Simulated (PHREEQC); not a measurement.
Solution (25 °C): 0.012 mol/kgw NH4Cl, 0.00023 mol/kgw Na2B4O7 and 0.12 mol/kgw LiCl. Closed to the air; pH follows from the charge balance.

Computed with PHREEQC (ion-association model, wateq4f.dat).

Precipitation was switched off in this run.

Question: What pH does the model give?

Answer: pH 7.90.

Question: In which forms is N present?

Answer: NH4+ 97 %, NH3 3.4 % of the N.

Complexes and solids missing from the database can't appear.
